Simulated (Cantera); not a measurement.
# Adiabatic ignition

An adiabatic, constant-volume homogeneous reactor starts with 8.08 % H2, 21.8 % O2, 70.1 % N2, at 1650 K and 5.00 bar.

Detailed kinetics in Cantera: GRI-Mech 3.0 (53 species, 325 reactions). The hydrogen kinetics of GRI-Mech 3.0 are dated; newer H2 mechanisms differ, most at raised pressure.

```
t (s)     T (K)  P (bar)      x H2   x O2   x H2O      x NO     x OH
--------  -----  -------  --------  -----  ------  --------  -------
5.00e-6    2131     6.27   0.00217  0.175  0.0733   2.14e-5   0.0123
2.45e-5    2311     6.73  0.000234  0.183  0.0813   4.82e-5  0.00494
0.000120   2318     6.75  0.000170  0.183  0.0817   9.22e-5  0.00426
0.000585   2318     6.75  0.000170  0.183  0.0817  0.000299  0.00425
0.00286    2315     6.74  0.000167  0.183  0.0817   0.00127  0.00421
0.0140     2305     6.71  0.000159  0.181  0.0818   0.00517  0.00405
0.0684     2286     6.66  0.000145  0.178  0.0820    0.0121  0.00377
0.335      2282     6.65  0.000143  0.177  0.0820    0.0133  0.00372
1.64       2282     6.65  0.000143  0.177  0.0820    0.0133  0.00372
8.00       2282     6.65  0.000143  0.177  0.0820    0.0133  0.00372
```
x: mole fraction; the columns are a selection and need not sum to one.

```yaml
time_of_steepest_temperature_rise: 2.34 µs
temperature at 8.00 s: 2282 K
equilibrium_temperature: 2282 K
x(H2) at 8.00 s: 0.000143 (gas-phase equilibrium 0.000143)
x(O2) at 8.00 s: 0.177 (gas-phase equilibrium 0.177)
x(H2O) at 8.00 s: 0.0820 (gas-phase equilibrium 0.0820)
```
